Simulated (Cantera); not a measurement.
A closed system holds: 1 mol CuO, 0.34 mol CH₄, 0.19 mol N₂, equilibrated at 2098 K and 0.310 bar.

Equilibrium computed with Cantera from the NASA thermochemical tables; the gas is ideal and each condensed phase is pure. Candidate condensed phases: C, C₆H₆, C₇H₈, C₈H₁₈, Cu, CuO, Cu(OH)₂, Cu₂O, H₂O; 139 gas species. The numbers say what is thermodynamically allowed, not how fast it happens.

Base state: H₂O 0.416, CO 0.162, N₂ 0.152, H₂ 0.125, CO₂ 0.109, Cu 0.0330, H 0.00195, OH 0.000773 (mole fractions); condensed: Cu(l).

Q: What changes in the equilibrium state with this change: pressure from 0.310 bar to 18.0 mbar?

A: 
| species | before | after |
|---|---|---|
| Cu | 0.0330 | 0.447 |
| H₂O | 0.416 | 0.233 |
| CO | 0.162 | 0.0916 |
| H₂ | 0.125 | 0.0698 |
| N₂ | 0.152 | 0.0857 |
| CO₂ | 0.109 | 0.0619 |
| O | 8.62e-6 | 0.000148 |
| O₂ | 1.23e-5 | 0.000211 |
| CuO | 6.29e-6 | 8.51e-5 |
| Cu(l), mol | 0.958 | 0 |

Q: What changes in the equilibrium state with this change: temperature from 2098 K to 823.15 K?

A: 
```json
[
 {"species": "H₂O", "before": "0.416", "after": "0.319"},
 {"species": "H₂", "before": "0.125", "after": "0.241"},
 {"species": "CO₂", "before": "0.109", "after": "0.232"},
 {"species": "CO", "before": "0.162", "after": "0.0483"},
 {"species": "Cu", "before": "0.0330", "after": "<1e-9"},
 {"species": "N₂", "before": "0.152", "after": "0.158"},
 {"species": "CH₄", "before": "<1e-9", "after": "0.00249"},
 {"species": "H", "before": "0.00195", "after": "<1e-9"},
 {"species": "Cu(l), mol", "before": "0.958", "after": "0"},
 {"species": "Cu(s), mol", "before": "0", "after": "1.00"}
]
```
